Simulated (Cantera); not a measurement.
An isothermal, constant-pressure homogeneous reactor starts with NO : N2 = 1 : 0.57 (molar parts), at 1850 K and 0.0444 atm.

Model: GRI-Mech 3.0 (53 species, 325 reactions), integrated in Cantera. Radical loss at walls, strong at low pressure, is not modelled.

Predict: x(NO) at 3.00 s; x(N2) at 3.00 s; x(O2) at 3.00 s; x(N2O) at 3.00 s; x(NO2) at 3.00 s; x(O) at 3.00 s.


- x(NO) at 3.00 s: 0.586 (gas-phase equilibrium 0.00560)
- x(N2) at 3.00 s: 0.388 (gas-phase equilibrium 0.679)
- x(O2) at 3.00 s: 0.0253 (gas-phase equilibrium 0.315)
- x(N2O) at 3.00 s: 0.000124 (gas-phase equilibrium 6.29e-8)
- x(NO2) at 3.00 s: 9.86e-5 (gas-phase equilibrium 3.29e-6)
- x(O) at 3.00 s: 0.000183 (gas-phase equilibrium 0.000514)
